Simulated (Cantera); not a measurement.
A Cantera script and what it prints.

```python
import numpy as np
import cantera as ct

gas_names = """
    CL CL2 H HCL H2 Si SiCL SiCL2 SiCL3 SiCL4 SiH SiHCL3 SiH2 SiH2CL2 SiH3 SiH3CL SiH4 Si2 Si3
""".split()
cond_names = """
    Si(cr) Si(L)
""".split()


def load(file, names, dense=False):
    # The tables refer to 1 bar. Condensed volumes are neglected.
    table = {s.name: s for s in ct.Species.list_from_file(file)}
    out = []
    for n in names:
        d = dict(table[n].input_data)
        d["thermo"] = dict(d["thermo"], **{"reference-pressure": 1e5})
        if dense:
            d["equation-of-state"] = {"model": "constant-volume", "density": "1e6 g/cm^3"}
        out.append(ct.Species.from_dict(d))
    return out


gas = ct.Solution(thermo="ideal-gas", species=load("nasa_gas.yaml", gas_names))
cond = {s.name: ct.Solution(thermo="fixed-stoichiometry", species=[s], name=s.name)
        for s in load("nasa_condensed.yaml", cond_names, dense=True)}
atoms = {
    'SiCl4': {'Si': 1, 'CL': 4},
    'Cl2': {'CL': 2},
    'H2': {'H': 2},
}
top_T = {}  # K; cautious upper limits of use, not melting points


def equilibrate(T, P, feed):
    n = {}
    for name, mol in feed.items():
        for a, k in atoms[name].items():
            n[a] = n.get(a, 0.0) + k * mol
    gas.TPX = T, P, n
    mass = sum(n.values()) * gas.mean_molecular_weight
    gas.equilibrate("TP")
    valid = [c for c in cond.values() if c.min_temp <= T <= top_T.get(c.name, c.max_temp)]
    mix = ct.Mixture([(gas, mass / gas.mean_molecular_weight)] + [(c, 0.0) for c in valid])
    mix.T, mix.P = T, P
    mix.equilibrate("TP", solver="vcs", rtol=1e-11, max_steps=5000)
    return mix


results = []
feed = {'SiCl4': 1, 'Cl2': 2.4, 'H2': 2}  # mol
P = 13332.2  # Pa
for T in [823, 973, 1123, 1273, 1423, 1573, 1723]:
    mix = equilibrate(T, P, feed)
    results.append((T, P, feed, dict(zip(mix.species_names, mix.species_moles))))
    x = sorted(zip(gas.X, gas.species_names), reverse=True)
    print(f"T = {T:g} K  P = {P:g} Pa  gas = {mix.phase_moles(0):.4g} mol")
    print("   x: " + "  ".join(f"{s} {v:.3e}" for v, s in x if v > 1e-06))
    print("   condensed (mol): " + ("  ".join(f"{mix.phase(i).name} {mix.phase_moles(i):.4g}"
          for i in range(1, mix.n_phases) if mix.phase_moles(i) > 1e-12) or "none"))
```

Output:

```
T = 823 K  P = 13332.2 Pa  gas = 5.4 mol
   x: HCL 7.407e-01  SiCL4 1.852e-01  CL2 7.407e-02  CL 1.172e-05
   condensed (mol): none
T = 973 K  P = 13332.2 Pa  gas = 5.401 mol
   x: HCL 7.407e-01  SiCL4 1.852e-01  CL2 7.397e-02  CL 1.911e-04
   condensed (mol): none
T = 1123 K  P = 13332.2 Pa  gas = 5.404 mol
   x: HCL 7.402e-01  SiCL4 1.850e-01  CL2 7.328e-02  CL 1.485e-03
   condensed (mol): none
T = 1273 K  P = 13332.2 Pa  gas = 5.419 mol
   x: HCL 7.381e-01  SiCL4 1.845e-01  CL2 7.029e-02  CL 7.044e-03  SiCL3 1.289e-06
   condensed (mol): none
T = 1423 K  P = 13332.2 Pa  gas = 5.463 mol
   x: HCL 7.322e-01  SiCL4 1.830e-01  CL2 6.172e-02  CL 2.303e-02  SiCL3 1.950e-05
   condensed (mol): none
T = 1573 K  P = 13332.2 Pa  gas = 5.551 mol
   x: HCL 7.206e-01  SiCL4 1.800e-01  CL 5.426e-02  CL2 4.502e-02  SiCL3 1.919e-04  H2 1.381e-06
   condensed (mol): none
T = 1723 K  P = 13332.2 Pa  gas = 5.669 mol
   x: HCL 7.056e-01  SiCL4 1.749e-01  CL 9.322e-02  CL2 2.472e-02  SiCL3 1.472e-03  SiCL2 2.326e-05  H2 8.575e-06  H 1.462e-06
   condensed (mol): none
```

Equilibrium computed with Cantera from the NASA thermochemical tables; the gas is ideal and each condensed phase is pure. The tables' values for SiCl3 are old estimates; treat these amounts as uncertain.
